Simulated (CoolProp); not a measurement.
Vapour-liquid equilibrium of methane (1) + ethylene (2) at 179 kPa; x and y are mole fractions of (1).

Computed with CoolProp (multi-fluid Helmholtz-energy mixture model, Setzmann 1991 and Smukala 2000; pair parameters Bell 2016).

Question: Give the bubble temperature and the first vapour's composition at x = 0.35, 0.575, 0.875. Is there an azeotrope?

Answer: x = 0.35: -142.6 °C, y = 0.980; x = 0.575: -148.2 °C, y = 0.992; x = 0.875: -152.4 °C, y = 0.998. No azeotrope shows between x = 0.05 and 0.95.

Pair parameters are fitted to limited data, so mixtures are less certain than the pure fluids.
